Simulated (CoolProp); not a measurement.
Properties of cyclohexane along the isobar 22.6 MPa (Tc = 553.6 K, pc = 4.081 MPa, ω = 0.209).

The numbers come from the reference Helmholtz-energy equation of state, Zhou 2014 in CoolProp.

```tsv
T (K)	phase	density (kg/m³)	cp (kJ/(kg K))	cv (kJ/(kg K))	expansivity (1/kK)	viscosity (µPa s)
485.7	liquid	630.3	2.691	2.217	1.449	183
497.9	liquid	619.1	2.747	2.270	1.494	170
510.2	liquid	607.6	2.803	2.323	1.543	159
522.4	liquid	596.1	2.858	2.375	1.593	148
534.6	liquid	584.4	2.912	2.425	1.646	139
546.8	liquid	572.6	2.964	2.475	1.701	130
559	supercritical	560.7	3.016	2.524	1.758	122
571.2	supercritical	548.6	3.066	2.572	1.816	114
583.4	supercritical	536.4	3.116	2.619	1.876	107
595.6	supercritical	524.0	3.165	2.665	1.938	101
607.8	supercritical	511.6	3.213	2.711	2.001	94.4
620	supercritical	499.1	3.260	2.755	2.065	88.7
```

Viscosity comes from a separate model (Tariq 2014).
